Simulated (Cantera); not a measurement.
Cantera run:

```python
import numpy as np
import cantera as ct

gas_names = """
    H HNO HNO2 HNO3 HO2 H2 H2O H2O2 N NH NH2 NH3 NH2OH NO NO2 NO3 N2 N2H2 N2H4 N2O O OH O2 O3 Zr ZrN ZrO
    ZrO2
""".split()
cond_names = """
    H2O(s) H2O(L) Zr(a) Zr(b) Zr(L) ZrN(s) ZrN(L) ZrO2(a) ZrO2(b) ZrO2(L)
""".split()


def load(file, names, dense=False):
    # The tables refer to 1 bar. Condensed volumes are neglected.
    table = {s.name: s for s in ct.Species.list_from_file(file)}
    out = []
    for n in names:
        d = dict(table[n].input_data)
        d["thermo"] = dict(d["thermo"], **{"reference-pressure": 1e5})
        if dense:
            d["equation-of-state"] = {"model": "constant-volume", "density": "1e6 g/cm^3"}
        out.append(ct.Species.from_dict(d))
    return out


gas = ct.Solution(thermo="ideal-gas", species=load("nasa_gas.yaml", gas_names))
cond = {s.name: ct.Solution(thermo="fixed-stoichiometry", species=[s], name=s.name)
        for s in load("nasa_condensed.yaml", cond_names, dense=True)}
atoms = {
    'Zr': {'Zr': 1},
    'N2O': {'N': 2, 'O': 1},
    'H2': {'H': 2},
    'N2': {'N': 2},
}
top_T = {}  # K; cautious upper limits of use, not melting points


def equilibrate(T, P, feed):
    n = {}
    for name, mol in feed.items():
        for a, k in atoms[name].items():
            n[a] = n.get(a, 0.0) + k * mol
    gas.TPX = T, P, n
    mass = sum(n.values()) * gas.mean_molecular_weight
    gas.equilibrate("TP")
    valid = [c for c in cond.values() if c.min_temp <= T <= top_T.get(c.name, c.max_temp)]
    mix = ct.Mixture([(gas, mass / gas.mean_molecular_weight)] + [(c, 0.0) for c in valid])
    mix.T, mix.P = T, P
    mix.equilibrate("TP", solver="vcs", rtol=1e-11, max_steps=5000)
    return mix


results = []
feed = {'Zr': 1, 'N2O': 1, 'H2': 88, 'N2': 26}  # mol
P = 2100  # Pa
for T in [2075, 2125, 2175, 2225, 2275, 2325, 2375, 2425, 2475, 2525, 2575, 2625, 2675, 2725]:
    mix = equilibrate(T, P, feed)
    results.append((T, P, feed, dict(zip(mix.species_names, mix.species_moles))))

top = {s: max(r[3][s] / sum(r[3][g] for g in gas_names) for r in results) for s in gas_names}
cols = sorted((s for s in top if top[s] > 1e-06), key=lambda s: -top[s])[:9]
seen = [c for c in cond_names if any(r[3].get(c, 0) > 1e-12 for r in results)]
print("log10 of partial pressures in bar; condensed amounts in mol")
print(f"{'T/K':>10s}" + "".join(f"{s[:9]:>10s}" for s in cols + seen))
for T, P, feed, n in results:
    ng = sum(n[g] for g in gas_names)
    print(f"{T:10.4g}" + "".join(f"{np.log10(max(n[s] / ng * P / 1e5, 1e-99)):10.3f}" for s in cols)
          + "".join(f"{n.get(c, 0):10.4g}" for c in seen))
```

Output:

```
log10 of partial pressures in bar; condensed amounts in mol
       T/K        H2         H        N2       ZrO      ZrO2       H2O        Zr        OH         O    ZrN(s)   ZrO2(b)
      2075    -1.801    -3.475    -2.314    -8.338    -9.749    -5.870   -11.303    -8.486   -10.304    0.5037    0.4963
      2125    -1.804    -3.342    -2.315    -7.870    -9.291    -5.807   -10.735    -8.252    -9.939    0.5043    0.4956
      2175    -1.808    -3.215    -2.317    -7.424    -8.855    -5.749   -10.194    -8.029    -9.591    0.5049    0.4949
      2225    -1.813    -3.095    -2.319    -6.998    -8.438    -5.695    -9.677    -7.816    -9.258    0.5054     0.494
      2275    -1.819    -2.980    -2.321    -6.591    -8.041    -5.645    -9.183    -7.614    -8.939    0.5057    0.4928
      2325    -1.826    -2.872    -2.324    -6.202    -7.661    -5.598    -8.710    -7.422    -8.635    0.5055    0.4909
      2375    -1.836    -2.769    -2.328    -5.830    -7.297    -5.556    -8.257    -7.238    -8.343    0.5039    0.4874
      2425    -1.847    -2.671    -2.333    -5.473    -6.949    -5.518    -7.822    -7.064    -8.064    0.4992    0.4807
      2475    -1.861    -2.578    -2.338    -5.131    -6.615    -5.485    -7.405    -6.898    -7.796    0.4882     0.467
      2525    -1.878    -2.491    -2.345    -4.802    -6.295    -5.457    -7.004    -6.741    -7.538    0.4637    0.4393
      2575    -1.899    -2.410    -2.353    -4.486    -5.987    -5.434    -6.618    -6.593    -7.291    0.4121    0.3833
      2625    -1.923    -2.334    -2.361    -4.183    -5.692    -5.418    -6.246    -6.453    -7.054    0.3071    0.2717
      2675    -1.953    -2.263    -2.371    -3.890    -5.408    -5.408    -5.888    -6.321    -6.825    0.0984   0.05292
      2725    -1.985    -2.197    -2.382    -3.837    -5.590    -5.631    -5.543    -6.424    -6.833   0.01685         0
```

Cantera equilibrium calculation (NASA polynomials, part measured and part estimated; ideal gas, pure solids and liquids). Mutual solubility and eutectic melting of coexisting phases are not modelled. ZrN: taken at fixed stoichiometry. Condensed phases not in the tables: solid solutions among these carbides, nitrides and lower oxides.
